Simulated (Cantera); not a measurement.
Feed: 1 mol PbO, 0.026 mol O2, 30 mol N2, 0.17 mol H2, equilibrated at 1.00 bar.

Equilibrium computed with Cantera from the NASA thermochemical tables; the gas is ideal and each condensed phase is pure. Candidate condensed phases: H2O, Pb, PbO, PbO2, Pb3O4; 27 gas species. Each liquid is taken as pure. Mutual solubility and eutectic melting of coexisting phases are not modelled. Kinetics and transport are ignored.

Task: Which condensed phases are stable at each of these points (T (K)): 1023, 1048, 1073, 1098, 1123, 1148, 1173?

Result: 
```json
[
 {"T (K)": "1023", "condensed phases": "Pb(l) + PbO(yellow)", "Pb condensed (%)": "99.9"},
 {"T (K)": "1048", "condensed phases": "Pb(l) + PbO(yellow)", "Pb condensed (%)": "99.9"},
 {"T (K)": "1073", "condensed phases": "Pb(l) + PbO(yellow)", "Pb condensed (%)": "99.8"},
 {"T (K)": "1098", "condensed phases": "Pb(l) + PbO(yellow)", "Pb condensed (%)": "99.6"},
 {"T (K)": "1123", "condensed phases": "Pb(l) + PbO(yellow)", "Pb condensed (%)": "99.4"},
 {"T (K)": "1148", "condensed phases": "Pb(l) + PbO(yellow)", "Pb condensed (%)": "99.1"},
 {"T (K)": "1173", "condensed phases": "Pb(l) + PbO(l)", "Pb condensed (%)": "98.6"}
]
```

From 1023 K to 1148 K the condensed part is Pb(l) + PbO(yellow). At 1173 K the condensed part is Pb(l) + PbO(l).
